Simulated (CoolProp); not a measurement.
Vapour-liquid equilibrium of dimethyl ether (1) + n-butane (2) at 231.2 K; x and y are mole fractions of (1).

Computed with CoolProp (multi-fluid Helmholtz-energy mixture model, Wu 2011 and Bücker 2006; pair parameters Bell 2016).

Q: Give the bubble pressure and the first vapour's composition at x = 0.05, 0.45, 0.75. Is there an azeotrope?

A: x = 0.05: 0.1850 bar, y = 0.223; x = 0.45: 0.3516 bar, y = 0.727; x = 0.75: 0.4134 bar, y = 0.860. No azeotrope shows between x = 0.05 and 0.95.

The pair parameters rest on a limited set of measurements; away from them the model extrapolates.
